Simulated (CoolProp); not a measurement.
R1234yf at several states: density (kg/m³) from the reference equation and from simpler models built on Tc = 94.7 °C, pc = 33.84 bar, ω = 0.276; each cubic takes its own stable root.

Values from CoolProp's reference Helmholtz-energy equation of state, Lemmon 2022.

| T (°C) | p (bar) | phase | reference |
|---|---|---|---|
| -114.45 | 198 | liquid | 1506 |
| 118.15 | 0.227 | gas | 0.7972 |
| -109.65 | 47.4 | liquid | 1477 |
| 100.05 | 40.3 | supercritical | 639.9 |

Task: How far does each simpler model (van der Waals, Redlich-Kwong, Soave-Redlich-Kwong, Peng-Robinson) lie from the reference over these 4 states: mean and median of the absolute difference, and the worst?

Result: 
- van der Waals: mean 27.5 %, median 34.3 %, worst -41.5 % at -109.65 °C and 47.4 bar
- Redlich-Kwong: mean 11.5 %, median 13.5 %, worst -18.8 % at 100.05 °C and 40.3 bar
- Soave-Redlich-Kwong: mean 11.6 %, median 12.3 %, worst -21.8 % at 100.05 °C and 40.3 bar
- Peng-Robinson: mean 4.6 %, median 1.7 %, worst -14.8 % at 100.05 °C and 40.3 bar
